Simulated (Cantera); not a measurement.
Charge: 1 mol BCl3, 5.9 mol NH3, 0.12 mol N2.

Equilibrium computed with Cantera from the NASA thermochemical tables; the gas is ideal and each condensed phase is pure. Candidate condensed phases: B, BN, NH4Cl; 21 gas species. The tables' values for BCl2 are old estimates. Equilibrium is a limit: real reactors are often held back by kinetics, nucleation or transport.

What condenses at these points (T in K, P in Pa): (2023, 37); (1948, 1900); (1798, 140); (2023, 7200); (1723, 7200)?


| T (K) | P in Pa | condensed phases | B condensed (%) |
|---|---|---|---|
| 2023 | 37 | gas only | 0.0 |
| 1948 | 1900 | BN | 94.0 |
| 1798 | 140 | BN | 93.5 |
| 2023 | 7200 | BN | 95.0 |
| 1723 | 7200 | BN | 99.9 |
